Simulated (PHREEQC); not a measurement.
Dissolve 0.00015 mol/kgw H3BO3 at 25 °C. It is in equilibrium with CO2 at log p = 0 (atm). Otherwise closed; pH follows from the charge balance.

Equilibrium calculation in PHREEQC: ion-association model, wateq4f.dat.

Precipitation was switched off in this run.

### Question
What pH, ionic strength does the model give?

### Answer
pH 3.91; ionic strength 0.000125 mol/kgw.

Complexes and solids missing from the database can't appear.
